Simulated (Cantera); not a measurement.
An adiabatic, constant-volume homogeneous reactor starts with CH₄ : O₂ : N₂ = 1 : 3.7 : 13.9 (molar parts), at 1075 K and 3750 Torr.

Detailed kinetics in Cantera: GRI-Mech 3.0 (53 species, 325 reactions).

Q: Predict: time of steepest temperature rise; temperature at 4.00 s; equilibrium temperature; x(O₂) at 4.00 s; x(CO₂) at 4.00 s; x(CO) at 4.00 s; x(NO) at 4.00 s.

A: 
```
Item                                                                Result
---------------------------------  ---------------------------------------
time of steepest temperature rise                                  41.2 ms
temperature at 4.00 s                                               2427 K
equilibrium temperature                                             2427 K
x(O₂) at 4.00 s                      0.0841 (gas-phase equilibrium 0.0841)
x(CO₂) at 4.00 s                     0.0523 (gas-phase equilibrium 0.0523)
x(CO) at 4.00 s                    0.00133 (gas-phase equilibrium 0.00133)
x(NO) at 4.00 s                      0.0124 (gas-phase equilibrium 0.0124)
```
